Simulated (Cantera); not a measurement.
## Counterflow diffusion flame

A counterflow diffusion flame at 0.306 atm, nozzles 20 mm apart: fuel side H2 = 1 (molar parts) at 400 K, oxidiser side O2 : N2 = 0.25 : 0.75 (molar parts) at 425 K, fuel mass flux 0.22 times the oxidiser's; mixture-averaged transport, no radiation.

Computed with Cantera and the H2/O2 subset of GRI-Mech 3.0, which has no nitrogen chemistry. The maximum strain rate includes the flame's own expansion and is several times the mean.

```tsv
oxidiser flux (kg/m²/s)	max strain (1/s)	mean strain (1/s)	T max (K)	peak x OH	peak x H	peak x H2O	peak x HO2
0.19	683	149	2191	0.0263	0.0439	0.289	7.76e-5
0.24	856	188	2147	0.0258	0.0467	0.287	8.46e-5
0.32	1130	250	2089	0.0247	0.0501	0.285	9.31e-5
0.41	1420	321	2035	0.0237	0.0529	0.283	9.93e-5
0.54	1830	422	1977	0.0225	0.0562	0.281	0.000108
0.7	2340	547	1926	0.0215	0.0596	0.279	0.000117
0.92	3070	719	1871	0.0204	0.0633	0.277	0.000126
1.2	3980	938	1816	0.0190	0.0668	0.274	0.000135
```
x: mole fraction; the columns are a selection and need not sum to one.
